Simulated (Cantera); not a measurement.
A jet of 1.42 % CH₄, 12.0 % O₂, 86.5 % N₂ at 300 K and 0.0326 atm hits a platinum plate 3.9 cm away at a mass flux of 0.047 kg/m²/s; the plate temperature is set and raised in steps from an oxygen-covered start.

Detailed kinetics in Cantera: Deutschmann's 1995 Pt surface mechanism with GRI-Mech 3.0 gas chemistry. Catalytic surfaces can have several steady states; this one follows from the mechanism file's or the stated starting coverage.

One state of this run: wall x CH₄ = 0.00478; wall x O₂ = 0.100; wall x H₂O = 0.0175; wall x OH = 2.50e-6; wall x CO = 9.24e-6; wall x CO₂ = 0.0114; θ free Pt = 0.601; θ O* = 0.398. x: mole fraction at the wall; θ: surface coverage.

Q: Which value of plate T (K) does it belong to?
A) 1150
B) 1050
C) 1200
D) 950

A: A, 1150
